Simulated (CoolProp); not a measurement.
Values from CoolProp's reference Helmholtz-energy equation of state, Gao 2016.

Question: Give the vapour pressure (kPa), vapour density (kg/m³), liquid cp (kJ/(kg K)) of saturated sulfur dioxide at 242.3 K.

Answer: 
```
T (K)  p (kPa)  vapour density (kg/m³)  liquid cp (kJ/(kg K))
-----  -------  ----------------------  ---------------------
242.3     36.3                    1.17                   1.36
```
